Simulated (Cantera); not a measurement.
What does this Cantera script print?

```python
import numpy as np
import cantera as ct

gas_names = """
    C CN CO CO2 C2 CCN CNC C2N2 C2O C3 C3O2 C4 C4N2 C5 Cu CuO Cu2 N NCO NO NO2 NO3 N2 N2O O O2 O3
""".split()
cond_names = """
    C(gr) Cu(cr) Cu(L) CuO(s) Cu2O(s) Cu2O(L)
""".split()


# ... load() reads the species with a 1 bar reference pressure and builds the phases ...
atoms = {
    'CuO': {'Cu': 1, 'O': 1},
    'C': {'C': 1},
    'N2': {'N': 2},
}
top_T = {'C(gr)': 4500, 'CuO(s)': 1390}  # K; cautious upper limits of use, not melting points


# ... equilibrate(T, P, feed) seeds the gas with the atoms and calls Mixture.equilibrate('TP', solver="vcs", rtol=1e-11, max_steps=5000) ...
results = []
P = 110000  # Pa
for T in [823, 1023, 1223, 1423, 1623, 1823, 2023, 2223, 2423, 2623]:
    for m in [0.92, 2, 3.2, 4.3, 5.4, 6.6, 7.7, 8.8, 9.9, 11, 12, 13]:
        feed = {'CuO': 1, 'C': 0.3, 'N2': m}  # mol
        mix = equilibrate(T, P, feed)
        results.append((T, P, feed, dict(zip(mix.species_names, mix.species_moles))))

for T, P, feed, n in results:
    print(f"{T:7g} {feed['N2']:10.4g}  " + (" + ".join(c for c in cond_names if n.get(c, 0) > 1e-12) or "gas only"))
```

It prints:

```
    823       0.92  Cu(cr) + Cu2O(s)
    823          2  Cu(cr) + Cu2O(s)
    823        3.2  Cu(cr) + Cu2O(s)
    823        4.3  Cu(cr) + Cu2O(s)
    823        5.4  Cu(cr) + Cu2O(s)
    823        6.6  Cu(cr) + Cu2O(s)
    823        7.7  Cu(cr) + Cu2O(s)
    823        8.8  Cu(cr) + Cu2O(s)
    823        9.9  Cu(cr) + Cu2O(s)
    823         11  Cu(cr) + Cu2O(s)
    823         12  Cu(cr) + Cu2O(s)
    823         13  Cu(cr) + Cu2O(s)
   1023       0.92  Cu(cr) + Cu2O(s)
   1023          2  Cu(cr) + Cu2O(s)
   1023        3.2  Cu(cr) + Cu2O(s)
   1023        4.3  Cu(cr) + Cu2O(s)
   1023        5.4  Cu(cr) + Cu2O(s)
   1023        6.6  Cu(cr) + Cu2O(s)
   1023        7.7  Cu(cr) + Cu2O(s)
   1023        8.8  Cu(cr) + Cu2O(s)
   1023        9.9  Cu(cr) + Cu2O(s)
   1023         11  Cu(cr) + Cu2O(s)
   1023         12  Cu(cr) + Cu2O(s)
   1023         13  Cu(cr) + Cu2O(s)
   1223       0.92  Cu(cr) + Cu2O(s)
   1223          2  Cu(cr) + Cu2O(s)
   1223        3.2  Cu(cr) + Cu2O(s)
   1223        4.3  Cu(cr) + Cu2O(s)
   1223        5.4  Cu(cr) + Cu2O(s)
   1223        6.6  Cu(cr) + Cu2O(s)
   1223        7.7  Cu(cr) + Cu2O(s)
   1223        8.8  Cu(cr) + Cu2O(s)
   1223        9.9  Cu(cr) + Cu2O(s)
   1223         11  Cu(cr) + Cu2O(s)
   1223         12  Cu(cr) + Cu2O(s)
   1223         13  Cu(cr) + Cu2O(s)
   1423       0.92  Cu(L) + Cu2O(s)
   1423          2  Cu(L) + Cu2O(s)
   1423        3.2  Cu(L) + Cu2O(s)
   1423        4.3  Cu(L) + Cu2O(s)
   1423        5.4  Cu(L) + Cu2O(s)
   1423        6.6  Cu(L) + Cu2O(s)
   1423        7.7  Cu(L) + Cu2O(s)
   1423        8.8  Cu(L) + Cu2O(s)
   1423        9.9  Cu(L) + Cu2O(s)
   1423         11  Cu(L) + Cu2O(s)
   1423         12  Cu(L) + Cu2O(s)
   1423         13  Cu(L) + Cu2O(s)
   1623       0.92  Cu(L) + Cu2O(L)
   1623          2  Cu(L) + Cu2O(L)
   1623        3.2  Cu(L) + Cu2O(L)
   1623        4.3  Cu(L) + Cu2O(L)
   1623        5.4  Cu(L) + Cu2O(L)
   1623        6.6  Cu(L) + Cu2O(L)
   1623        7.7  Cu(L) + Cu2O(L)
   1623        8.8  Cu(L) + Cu2O(L)
   1623        9.9  Cu(L) + Cu2O(L)
   1623         11  Cu(L) + Cu2O(L)
   1623         12  Cu(L) + Cu2O(L)
   1623         13  Cu(L) + Cu2O(L)
   1823       0.92  Cu(L) + Cu2O(L)
   1823          2  Cu(L) + Cu2O(L)
   1823        3.2  Cu(L) + Cu2O(L)
   1823        4.3  Cu(L) + Cu2O(L)
   1823        5.4  Cu(L) + Cu2O(L)
   1823        6.6  Cu(L) + Cu2O(L)
   1823        7.7  Cu(L) + Cu2O(L)
   1823        8.8  Cu(L) + Cu2O(L)
   1823        9.9  Cu(L) + Cu2O(L)
   1823         11  Cu(L) + Cu2O(L)
   1823         12  Cu(L) + Cu2O(L)
   1823         13  Cu(L) + Cu2O(L)
   2023       0.92  Cu(L) + Cu2O(L)
   2023          2  Cu(L) + Cu2O(L)
   2023        3.2  Cu(L) + Cu2O(L)
   2023        4.3  Cu(L) + Cu2O(L)
   2023        5.4  Cu(L) + Cu2O(L)
   2023        6.6  Cu(L) + Cu2O(L)
   2023        7.7  Cu(L) + Cu2O(L)
   2023        8.8  Cu(L) + Cu2O(L)
   2023        9.9  Cu(L) + Cu2O(L)
   2023         11  Cu(L) + Cu2O(L)
   2023         12  Cu(L)
   2023         13  Cu(L)
   2223       0.92  Cu(L) + Cu2O(L)
   2223          2  Cu(L) + Cu2O(L)
   2223        3.2  Cu(L)
   2223        4.3  Cu(L)
   2223        5.4  Cu(L)
   2223        6.6  Cu(L)
   2223        7.7  Cu(L)
   2223        8.8  Cu(L)
   2223        9.9  Cu(L)
   2223         11  Cu(L)
   2223         12  Cu(L)
   2223         13  Cu(L)
   2423       0.92  Cu(L)
   2423          2  Cu(L)
   2423        3.2  Cu(L)
   2423        4.3  Cu(L)
   2423        5.4  Cu(L)
   2423        6.6  Cu(L)
   2423        7.7  Cu(L)
   2423        8.8  gas only
   2423        9.9  gas only
   2423         11  gas only
   2423         12  gas only
   2423         13  gas only
   2623       0.92  Cu(L)
   2623          2  gas only
   2623        3.2  gas only
   2623        4.3  gas only
   2623        5.4  gas only
   2623        6.6  gas only
   2623        7.7  gas only
   2623        8.8  gas only
   2623        9.9  gas only
   2623         11  gas only
   2623         12  gas only
   2623         13  gas only
```

Equilibrium computed with Cantera from the NASA thermochemical tables; the gas is ideal and each condensed phase is pure. Each liquid is taken as pure. Mutual solubility and eutectic melting of coexisting phases are not modelled.
